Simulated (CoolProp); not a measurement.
The fluid at 298.15 K and 1.63 MPa flows at 2.3 m/s in a round tube of 2 mm bore and 15 µm roughness, fully developed (64/Re and Nu = 3.66 if laminar; Colebrook and Gnielinski if turbulent). The same conditions are run with several fluids, on thermodynamics alone (safety and materials aside).

Model: reference Helmholtz-energy equation of state of each fluid (R22: Kamei 1995; n-pentane: Thol 2019; n-heptane: Span 2003; n-octane: Beckmüller 2019), in CoolProp.

| fluid | Reynolds number | Darcy friction factor | pressure drop (Pa/m) | heat-transfer coefficient (W/(m² K)) | mass flow (kg/h) |
|---|---|---|---|---|---|
| R22 | (withheld) | (withheld) | 57000 | 10400 | 31.1 |
| n-pentane | 15600 | 0.0386 | 31800 | (withheld) | 16.2 |
| n-heptane | 7900 | 0.0418 | 37600 | (withheld) | 17.7 |
| n-octane | 6190 | 0.0434 | 40100 | (withheld) | 18.2 |

Question: Fill in the missing entries.

Answer: 
- R22, Reynolds number: 42700
- R22, Darcy friction factor: 0.0361
- n-pentane, heat-transfer coefficient (W/(m² K)): 6640
- n-heptane, heat-transfer coefficient (W/(m² K)): 4550
- n-octane, heat-transfer coefficient (W/(m² K)): 3900

Transport values come from each fluid's own correlations; those of R22, n-pentane are estimates that may be off by 10 % or more.
